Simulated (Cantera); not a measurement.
An isothermal, constant-pressure homogeneous reactor starts with 25.4 % H2, 74.6 % O2, equivalence ratio 0.17, at 1448 K and 20.0 Torr.

Cantera simulation using GRI-Mech 3.0 (53 species, 325 reactions); the numbers are that mechanism's predictions, not measurements. Radical loss at walls, strong at low pressure, is not modelled. The temperature is held fixed by assumption; the heat of reaction is taken as removed at once.

**Question.** Predict: x(H2) at 1.00 s; x(O2) at 1.00 s; x(H) at 1.00 s; x(O) at 1.00 s; x(H2O2) at 1.00 s; x(OH) at 1.00 s; x(H2O) at 1.00 s.

**Answer.** 
| Property | Result |
|---|---|
| x(H2) at 1.00 s | 2.56e-6 (gas-phase equilibrium 1.96e-6) |
| x(O2) at 1.00 s | 0.709 (gas-phase equilibrium 0.709) |
| x(H) at 1.00 s | 1.19e-7 (gas-phase equilibrium 7.95e-8) |
| x(O) at 1.00 s | 1.32e-5 (gas-phase equilibrium 1.01e-5) |
| x(H2O2) at 1.00 s | 6.80e-9 (gas-phase equilibrium 6.08e-9) |
| x(OH) at 1.00 s | 0.000321 (gas-phase equilibrium 0.000281) |
| x(H2O) at 1.00 s | 0.290 (gas-phase equilibrium 0.290) |
